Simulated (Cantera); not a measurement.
Feed: 1 mol CH3SiCl3, 0.017 mol CH4, 14 mol H2, held at 2425 K and 4.20 mbar.

Equilibrium computed with Cantera from the NASA thermochemical tables; the gas is ideal and each condensed phase is pure. Candidate condensed phases: C, C6H6, C7H8, C8H18, Si, SiC; 109 gas species. The feed counts by its element totals alone. The tables' values for SiCl are old estimates; treat these amounts as uncertain. Gases not in the tables: Si2H6 and higher silanes. Kinetics and transport are ignored.

Base state: H2 0.593, H 0.213, HCl 0.113, Si 0.0351, Cl 0.0287, SiC2 0.00728, C2H2 (acetylene) 0.00463, SiCl2 0.00186 (mole fractions); condensed: C(graphite).

What changes in the equilibrium state with this change: temperature from 2425 K to 1748 K?


```tsv
species	before	after
H2	0.593	0.823
HCl	0.113	0.171
H	0.213	0.00320
Si	0.0351	6.53e-6
Cl	0.0287	0.000512
SiCl2	0.00186	0.00223
SiC2	0.00728	6.96e-8
Si2	4.63e-5	<1e-9
C2H	0.000101	2.52e-9
C3	3.55e-5	<1e-9
C(graphite), mol	0.499	0.0523
SiC(s), mol	0	0.961
```
The tables' values for SiCl3 are old estimates; treat these amounts as uncertain.

What changes in the equilibrium state with this change: temperature from 2425 K to 1973 K?


```json
[
 {"species": "H2", "before": "0.593", "after": "0.810"},
 {"species": "HCl", "before": "0.113", "after": "0.163"},
 {"species": "H", "before": "0.213", "after": "0.0187"},
 {"species": "Si", "before": "0.0351", "after": "0.000372"},
 {"species": "Cl", "before": "0.0287", "after": "0.00282"},
 {"species": "SiCl2", "before": "0.00186", "after": "0.00402"},
 {"species": "C3", "before": "3.55e-5", "after": "3.36e-9"},
 {"species": "C", "before": "1.37e-5", "after": "4.02e-9"},
 {"species": "SiC", "before": "1.08e-5", "after": "5.58e-9"},
 {"species": "C(graphite), mol", "before": "0.499", "after": "0.0778"},
 {"species": "SiC(s), mol", "before": "0", "after": "0.921"}
]
```
The tables' values for SiCl, SiCl3 are old estimates; treat these amounts as uncertain.

What changes in the equilibrium state with this change: temperature from 2425 K to 1423 K?


```json
[
 {"species": "H2", "before": "0.593", "after": "0.824"},
 {"species": "HCl", "before": "0.113", "after": "0.175"},
 {"species": "SiCl2", "before": "0.00186", "after": "0.000593"},
 {"species": "H", "before": "0.213", "after": "9.31e-5"},
 {"species": "Si", "before": "0.0351", "after": "1.93e-9"},
 {"species": "Cl", "before": "0.0287", "after": "1.62e-5"},
 {"species": "SiC2", "before": "0.00728", "after": "<1e-9"},
 {"species": "Si2C", "before": "0.00114", "after": "<1e-9"},
 {"species": "SiH", "before": "0.000521", "after": "<1e-9"},
 {"species": "C2H", "before": "0.000101", "after": "<1e-9"},
 {"species": "SiCl", "before": "0.00182", "after": "3.51e-8"},
 {"species": "C(graphite), mol", "before": "0.499", "after": "0.0275"},
 {"species": "SiC(s), mol", "before": "0", "after": "0.989"}
]
```
The tables' values for SiCl3 are old estimates; treat these amounts as uncertain.
